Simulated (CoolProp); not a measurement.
Values from CoolProp's reference Helmholtz-energy equation of state, Lemmon 2006. It is a short technical equation, of lower accuracy than the large ones.

Give the vapour pressure (MPa), vapour density (kg/m³), liquid viscosity (µPa s), vapour viscosity (µPa s) of saturated C2F6 (R116) at 231.1, 237.5, 247 K.


| T (K) | p (MPa) | vapour density (kg/m³) | liquid viscosity (µPa s) | vapour viscosity (µPa s) |
|---|---|---|---|---|
| 231.1 | 0.501 | 41.8 | 228 | 10.7 |
| 237.5 | 0.630 | 52.6 | 205 | 11.1 |
| 247 | 0.864 | 73.1 | 175 | 11.6 |

Viscosity comes from a separate model (Huber 2003), an estimate that may be off by 10 % or more.
